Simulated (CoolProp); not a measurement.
Vapour-liquid equilibrium of R22 (1) + R11 (2) at 0.0495 MPa; x and y are mole fractions of (1).

The numbers come from the multi-fluid Helmholtz-energy mixture model, Kamei 1995 and Jacobsen 1992; pair parameters Bell 2016 in CoolProp.

```
x     bubble temperature, mixture model (K)  bubble temperature, Raoult's law (K)  y, mixture model  y, Raoult's law
----  -------------------------------------  ------------------------------------  ----------------  ---------------
0.05                                  261.2                                 267.0             0.544            0.410
0.2                                   240.0                                 247.9             0.869            0.807
0.35                                  231.9                                 237.6             0.930            0.912
0.5                                   227.4                                 230.9             0.956            0.955
0.65                                  224.2                                 226.0             0.971            0.977
0.8                                   221.6                                 222.1             0.984            0.990
0.95                                  219.0                                 219.0             0.996            0.998
```

The largest gap from Raoult's law is -7.9 K in bubble temperature, at x = 0.2. No azeotrope shows between x = 0.05 and 0.95.

The pair parameters rest on a limited set of measurements; away from them the model extrapolates.
